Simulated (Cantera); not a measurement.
Input: 1 mol trisilylamine, 22 mol N2, 0.013 mol HCl, equilibrated at 1.40 mbar.

Method: chemical equilibrium by Gibbs-energy minimisation in Cantera with the NASA 1993 tables (ideal gas, pure condensed phases). Candidate condensed phases: NH4Cl, Si, Si3N4; 28 gas species. The feed counts by its element totals alone. Rates play no part.

### Question
What share of the Si ends up in condensed phases as a function of T (K), at 1600, 1625, 1650, 1675, 1700, 1725, 1750, 1775, 1800, 1825, 1850, 1875?

### Answer
```tsv
T (K)	Si condensed (%)	as
1600	100.0	Si3N4(s)
1625	99.9	Si3N4(s)
1650	99.9	Si3N4(s)
1675	99.7	Si3N4(s)
1700	99.5	Si(l)
1725	99.3	Si(l)
1750	98.9	Si(l)
1775	98.4	Si(l)
1800	97.7	Si(l)
1825	96.8	Si(l)
1850	95.4	Si(l)
1875	93.6	Si(l)
```
